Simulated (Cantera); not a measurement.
**BN + H2 + N2 (nitride etching)**

Charge: 1 mol BN, 190 mol H2, 4.1 mol N2, at 800 °C and 13.3 mbar.

Equilibrium computed with Cantera from the NASA thermochemical tables; the gas is ideal and each condensed phase is pure. Candidate condensed phases: B, BN; 15 gas species. Kinetics and transport are ignored.

* **x(H2)**: 0.979
* **x(N2)**: 0.0211
* **n(BN(s))**: 1.00 mol
* **gas amount**: 194.1 mol
* **log10 activity of B(s) (absent)**: -5.83
